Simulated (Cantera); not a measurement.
Input (Python, Cantera) and output of one run.

```python
import numpy as np
import cantera as ct

gas_names = """
    Electron H H+ H- HO2 H2 H2+ H2- H2O H2O+ H2O2 H2S H2SO4 H3O+ O O+ O- OH OH+ OH- O2 O2+ O2- O3 S S+
    S- SH SO SO2 SO3 S2 S2O S8
""".split()
cond_names = """
    H2O(s) H2O(L) H2SO4(L) S(cr1) S(cr2) S(L)
""".split()


def load(file, names, dense=False):
    # The tables refer to 1 bar. Condensed volumes are neglected.
    table = {s.name: s for s in ct.Species.list_from_file(file)}
    out = []
    for n in names:
        d = dict(table[n].input_data)
        d["thermo"] = dict(d["thermo"], **{"reference-pressure": 1e5})
        if dense:
            d["equation-of-state"] = {"model": "constant-volume", "density": "1e6 g/cm^3"}
        out.append(ct.Species.from_dict(d))
    return out


gas = ct.Solution(thermo="ideal-gas", species=load("nasa_gas.yaml", gas_names))
cond = {s.name: ct.Solution(thermo="fixed-stoichiometry", species=[s], name=s.name)
        for s in load("nasa_condensed.yaml", cond_names, dense=True)}
atoms = {
    'H2O': {'H': 2, 'O': 1},
    'SO2': {'S': 1, 'O': 2},
}
top_T = {}  # K; cautious upper limits of use, not melting points


def equilibrate(T, P, feed):
    n = {}
    for name, mol in feed.items():
        for a, k in atoms[name].items():
            n[a] = n.get(a, 0.0) + k * mol
    gas.TPX = T, P, n
    mass = sum(n.values()) * gas.mean_molecular_weight
    gas.equilibrate("TP")
    valid = [c for c in cond.values() if c.min_temp <= T <= top_T.get(c.name, c.max_temp)]
    mix = ct.Mixture([(gas, mass / gas.mean_molecular_weight)] + [(c, 0.0) for c in valid])
    mix.T, mix.P = T, P
    mix.equilibrate("TP", solver="vcs", rtol=1e-11, max_steps=5000)
    return mix


results = []
feed = {'H2O': 1, 'SO2': 0.0079}  # mol
P = 68000  # Pa
for T in [3000, 3500, 4000, 4500, 5000]:
    mix = equilibrate(T, P, feed)
    results.append((T, P, feed, dict(zip(mix.species_names, mix.species_moles))))

top = {s: max(r[3][s] / sum(r[3][g] for g in gas_names) for r in results) for s in gas_names}
cols = sorted((s for s in top if top[s] > 1e-05), key=lambda s: -top[s])[:8]
seen = [c for c in cond_names if any(r[3].get(c, 0) > 1e-12 for r in results)]
print("log10 of partial pressures in bar; condensed amounts in mol")
print(f"{'T/K':>10s}" + "".join(f"{s[:9]:>10s}" for s in cols + seen))
for T, P, feed, n in results:
    ng = sum(n[g] for g in gas_names)
    print(f"{T:10.4g}" + "".join(f"{np.log10(max(n[s] / ng * P / 1e5, 1e-99)):10.3f}" for s in cols)
          + "".join(f"{n.get(c, 0):10.4g}" for c in seen))
```

It prints:

```
log10 of partial pressures in bar; condensed amounts in mol
       T/K         H       H2O         O        H2        OH        O2       SO2         S
      3000    -1.306    -0.393    -1.678    -1.010    -1.168    -1.463    -2.490    -4.115
      3500    -0.692    -0.911    -1.013    -0.927    -1.013    -1.412    -3.053    -3.284
      4000    -0.437    -1.933    -0.734    -1.278    -1.325    -1.812    -4.155    -2.900
      4500    -0.370    -3.141    -0.663    -1.817    -1.848    -2.418    -5.493    -2.784
      5000    -0.354    -4.226    -0.647    -2.325    -2.348    -2.985    -6.718    -2.760
```

These are equilibrium values from Cantera (NASA tables, ideal gas, pure condensed phases), not measurements of a reactor.
